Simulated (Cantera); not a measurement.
What does this Cantera script print?

```python
import numpy as np
import cantera as ct

gas_names = """
    C CH CH2 CH3 CH4 C2 C2H C2H2,acetylene C2H2,vinylidene C2H3,vinyl C2H4 C2H5 C2H6 C3 C3H3,propargyl
    C3H4,allene C3H4,propyne C3H4,cyclo- C3H5,allyl C3H6,propylene C3H6,cyclo- C3H7,n-propyl
    C3H7,i-propyl C3H8 C4 C4H2 C4H4,1,3-cyclo- C4H6,butadiene C4H6,2-butyne C4H6,cyclo- C4H8,1-butene
    C4H8,cis2-buten C4H8,tr2-butene C4H8,isobutene C4H8,cyclo- C4H9,n-butyl C4H9,i-butyl C4H9,s-butyl
    C4H9,t-butyl C4H10,isobutane C4H10,n-butane C5 C5H6,1,3cyclo- C5H8,cyclo- C5H10,1-pentene
    C5H10,cyclo- C5H11,pentyl C5H11,t-pentyl C5H12,n-pentane C5H12,i-pentane CH3C(CH3)2CH3 C6H2
    C6H5,phenyl C6H6 C6H10,cyclo- C6H12,1-hexene C6H12,cyclo- C6H13,n-hexyl C7H7,benzyl C7H8
    C7H14,1-heptene C7H15,n-heptyl C7H16,n-heptane C8H8,styrene C8H10,ethylbenz C8H16,1-octene
    C8H17,n-octyl C8H18,isooctane C8H18,n-octane C9H19,n-nonyl C10H8,naphthale C10H21,n-decyl
    C12H9,o-bipheny C12H10,bipheny H H2 Si SiC SiC2 SiC4H12 SiH SiH2 SiH3 SiH4 Si2 Si2C Si3
""".split()
cond_names = """
    C(gr) C6H6(L) C7H8(L) C8H18(L),n-octa Si(cr) Si(L) SiC(b)
""".split()


def load(file, names, dense=False):
    # The tables refer to 1 bar. Condensed volumes are neglected.
    table = {s.name: s for s in ct.Species.list_from_file(file)}
    out = []
    for n in names:
        d = dict(table[n].input_data)
        d["thermo"] = dict(d["thermo"], **{"reference-pressure": 1e5})
        if dense:
            d["equation-of-state"] = {"model": "constant-volume", "density": "1e6 g/cm^3"}
        out.append(ct.Species.from_dict(d))
    return out


gas = ct.Solution(thermo="ideal-gas", species=load("nasa_gas.yaml", gas_names))
cond = {s.name: ct.Solution(thermo="fixed-stoichiometry", species=[s], name=s.name)
        for s in load("nasa_condensed.yaml", cond_names, dense=True)}
atoms = {
    'SiC': {'Si': 1, 'C': 1},
    'Si': {'Si': 1},
    'H2': {'H': 2},
}
top_T = {'C(gr)': 4500, 'SiC(b)': 3050}  # K; cautious upper limits of use, not melting points


def equilibrate(T, P, feed):
    n = {}
    for name, mol in feed.items():
        for a, k in atoms[name].items():
            n[a] = n.get(a, 0.0) + k * mol
    gas.TPX = T, P, n
    mass = sum(n.values()) * gas.mean_molecular_weight
    gas.equilibrate("TP")
    valid = [c for c in cond.values() if c.min_temp <= T <= top_T.get(c.name, c.max_temp)]
    mix = ct.Mixture([(gas, mass / gas.mean_molecular_weight)] + [(c, 0.0) for c in valid])
    mix.T, mix.P = T, P
    mix.equilibrate("TP", solver="vcs", rtol=1e-11, max_steps=5000)
    return mix


results = []
feed = {'SiC': 1, 'Si': 0.0044, 'H2': 1.4}  # mol
P = 9.8  # Pa
for T in [2248, 2273, 2298, 2323, 2348, 2373, 2398, 2423, 2448, 2473, 2498, 2523, 2548]:
    mix = equilibrate(T, P, feed)
    results.append((T, P, feed, dict(zip(mix.species_names, mix.species_moles))))

top = {s: max(r[3][s] / sum(r[3][g] for g in gas_names) for r in results) for s in gas_names}
cols = sorted((s for s in top if top[s] > 1e-05), key=lambda s: -top[s])[:8]
seen = [c for c in cond_names if any(r[3].get(c, 0) > 1e-12 for r in results)]
print("log10 of partial pressures in bar; condensed amounts in mol")
print(f"{'T/K':>10s}" + "".join(f"{s[:9]:>10s}" for s in cols + seen))
for T, P, feed, n in results:
    ng = sum(n[g] for g in gas_names)
    print(f"{T:10.4g}" + "".join(f"{np.log10(max(n[s] / ng * P / 1e5, 1e-99)):10.3f}" for s in cols)
          + "".join(f"{n.get(c, 0):10.4g}" for c in seen))
```

Output:

```
log10 of partial pressures in bar; condensed amounts in mol
       T/K         H        Si        H2      SiC2        C3      Si2C         C        C2     C(gr)
      2248    -4.417    -4.547    -4.566    -5.487    -8.204    -6.113    -8.453    -9.259    0.7735
      2273    -4.382    -4.557    -4.612    -5.458    -7.996    -6.228    -8.270    -9.050     0.759
      2298    -4.349    -4.567    -4.661    -5.430    -7.793    -6.344    -8.092    -8.844    0.7425
      2323    -4.320    -4.579    -4.715    -5.405    -7.594    -6.458    -7.917    -8.644    0.7242
      2348    -4.294    -4.591    -4.772    -5.380    -7.399    -6.572    -7.745    -8.447    0.7041
      2373    -4.272    -4.603    -4.833    -5.357    -7.209    -6.685    -7.578    -8.255    0.6819
      2398    -4.252    -4.615    -4.898    -5.335    -7.023    -6.796    -7.414    -8.067    0.6572
      2423    -4.235    -4.627    -4.967    -5.313    -6.841    -6.905    -7.253    -7.883    0.6296
      2448    -4.220    -4.640    -5.038    -5.292    -6.663    -7.012    -7.096    -7.702     0.598
      2473    -4.208    -4.652    -5.113    -5.272    -6.488    -7.118    -6.942    -7.526     0.561
      2498    -4.198    -4.664    -5.190    -5.252    -6.317    -7.221    -6.791    -7.353    0.5167
      2523    -4.191    -4.676    -5.269    -5.233    -6.150    -7.324    -6.643    -7.183    0.4623
      2548    -4.185    -4.688    -5.351    -5.215    -5.986    -7.425    -6.498    -7.017    0.3935
```

Method: chemical equilibrium by Gibbs-energy minimisation in Cantera with the NASA 1993 tables (ideal gas, pure condensed phases).
